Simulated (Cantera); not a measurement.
Cantera run, input and output.

```python
import numpy as np
import cantera as ct

gas = ct.Solution("h2o2.yaml")
gas.TPX = 698, 100000, {'H2': 1, 'O2': 0.217, 'N2': 0.817}
flame = ct.FreeFlame(gas, width=0.04)
flame.set_refine_criteria(ratio=3, slope=0.08, curve=0.16)
flame.transport_model = "mixture-averaged"
flame.solve(loglevel=0, auto=True)
z, T = flame.grid, flame.T
thick = (T[-1] - T[0]) / np.gradient(T, z).max()
show = ['H2', 'O2', 'HO2', 'O', 'H', 'H2O']
print(f"laminar burning velocity  {flame.velocity[0] * 100:.3f} cm/s")
print(f"burnt temperature         {T[-1]:.1f} K")
print(f"thermal thickness         {thick * 1e3:.4f} mm")
print(f"grid points               {len(z)}")
z0 = z[flame.heat_release_rate.argmax()]
print(f"{'z/mm':>9s}{'T/K':>9s}{'u/(m/s)':>9s}" + "".join(f"{s:>11s}" for s in show))
rows = []
for k in (-3, -2, -1.5, -1, -0.5, -0.25, 0, 0.25, 0.5, 1, 2, 4, 8):
    zz = z0 + k * thick
    rows.append([k * thick, np.interp(zz, z, T), np.interp(zz, z, flame.velocity),
                 *(np.interp(zz, z, flame.X[gas.species_index(s)]) for s in show)])
    print(f"{rows[-1][0] * 1e3:9.3f}{rows[-1][1]:9.1f}{rows[-1][2]:9.3f}" + "".join(f"{x:11.3e}" for x in rows[-1][3:]))
```

It prints:

```
laminar burning velocity  1150.059 cm/s
burnt temperature         2275.5 K
thermal thickness         0.4920 mm
grid points               145
     z/mm      T/K  u/(m/s)         H2         O2        HO2          O          H        H2O
   -1.476    698.0   11.501  4.916e-01  1.067e-01  2.441e-11  2.087e-15  9.301e-14  4.333e-13
   -0.984    698.0   11.501  4.916e-01  1.067e-01  7.819e-10  1.193e-12  6.316e-11  3.600e-11
   -0.738    698.0   11.501  4.916e-01  1.067e-01  4.155e-08  1.051e-10  6.156e-09  2.058e-09
   -0.492    698.1   11.501  4.916e-01  1.067e-01  2.581e-06  1.361e-08  1.019e-06  3.198e-07
   -0.246    720.5   11.830  4.882e-01  1.063e-01  1.784e-04  1.972e-05  7.375e-04  1.320e-03
   -0.123    893.8   14.415  4.582e-01  1.005e-01  1.212e-04  4.105e-04  1.170e-02  1.816e-02
    0.000   1262.3   19.850  3.516e-01  6.062e-02  5.431e-05  3.230e-03  6.007e-02  1.022e-01
    0.123   1515.3   23.635  2.654e-01  1.278e-02  1.139e-05  2.668e-03  9.635e-02  1.953e-01
    0.246   1621.5   25.151  2.515e-01  2.136e-03  1.829e-06  1.424e-03  9.688e-02  2.177e-01
    0.492   1728.8   26.616  2.575e-01  4.595e-04  3.991e-07  1.061e-03  8.448e-02  2.227e-01
    0.984   1845.9   28.171  2.680e-01  2.990e-04  2.592e-07  8.087e-04  6.802e-02  2.251e-01
    1.968   1961.9   29.670  2.786e-01  1.892e-04  1.701e-07  5.298e-04  5.130e-02  2.280e-01
    3.936   2064.8   30.967  2.879e-01  1.023e-04  1.010e-07  2.946e-04  3.625e-02  2.309e-01
```

Cantera simulation using the H2/O2 subset of GRI-Mech 3.0, which has no nitrogen chemistry; the numbers are that mechanism's predictions, not measurements. Burning velocities carry a grid error of a few per cent, more on coarse grids.
